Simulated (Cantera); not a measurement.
An isothermal, constant-pressure homogeneous reactor starts with NO : N2 = 1 : 8.8 (molar parts), at 2025 K and 0.0133 bar.

Detailed kinetics in Cantera: GRI-Mech 3.0 (53 species, 325 reactions). Radical loss at walls, strong at low pressure, is not modelled.

### Question
Predict: x(NO) at 20.0 s; x(N2) at 20.0 s; x(O2) at 20.0 s; x(N2O) at 20.0 s; x(O) at 20.0 s; x(NO2) at 20.0 s.

### Answer
```json
{
  "x(NO) at 20.0 s": "0.0488 (gas-phase equilibrium 0.00431)",
  "x(N2) at 20.0 s": "0.924 (gas-phase equilibrium 0.946)",
  "x(O2) at 20.0 s": "0.0260 (gas-phase equilibrium 0.0481)",
  "x(N2O) at 20.0 s": "8.09e-7 (gas-phase equilibrium 3.06e-8)",
  "x(O) at 20.0 s": "0.00116 (gas-phase equilibrium 0.00154)",
  "x(NO2) at 20.0 s": "3.26e-6 (gas-phase equilibrium 3.94e-7)"
}
```
